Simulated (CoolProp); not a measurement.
R404A at 289.47 K and 0.0777 MPa is compressed adiabatically to 0.401 MPa with isentropic efficiency 0.6. Each further row changes one setting.

Values from CoolProp's reference Helmholtz-energy equation of state, Lemmon 2003. It is a pseudo-pure fit of the blend.

```json
[
 {"case": "as stated", "work (kJ/kg)": "71.4", "final temperature (K)": "[?]", "final density (kg/m³)": "[?]"},
 {"case": "efficiency 1", "work (kJ/kg)": "[?]", "final temperature (K)": "340.8", "final density (kg/m³)": "14.4"},
 {"case": "efficiency 0.65", "work (kJ/kg)": "65.9", "final temperature (K)": "[?]", "final density (kg/m³)": "[?]"}
]
```

Question: What belongs in the gaps?

Answer: 
- as stated, final temperature (K): 369.7
- as stated, final density (kg/m³): 13.1
- efficiency 1, work (kJ/kg): 42.9
- efficiency 0.65, final temperature (K): 364.2
- efficiency 0.65, final density (kg/m³): 13.4
